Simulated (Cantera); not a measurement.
Feed: 1 mol CF4, 0.05 mol F2, 0.27 mol H2, at 2050 K and 100000 Pa.

These are equilibrium values from Cantera (NASA tables, ideal gas, pure condensed phases), not measurements of a reactor. Candidate condensed phases: C, C6H6, C7H8, C8H18; 95 gas species. Gases not in the tables: C2F6 and larger saturated fluorocarbons. Equilibrium is a limit: real reactors are often held back by kinetics, nucleation or transport.

Base state: CF4 0.608, HF 0.374, CF2 0.0130, CF3 0.00278, F 0.00159, CHF3 3.32e-5 (mole fractions); condensed: C(graphite).

Q: What changes in the equilibrium state with this change: H2 from 0.27 to 4.5 mol?

A: 
```
species            before     after
----------------  -------  --------
HF                  0.374     0.626
H2                7.19e-8     0.373
H                 6.08e-7   0.00138
CF4                 0.608     <1e-9
CF2                0.0130   7.01e-9
CF3               0.00278     <1e-9
C2H2 (acetylene)    <1e-9  0.000396
CH4                 <1e-9   5.18e-5
C(graphite), mol    0.100     0.994
```
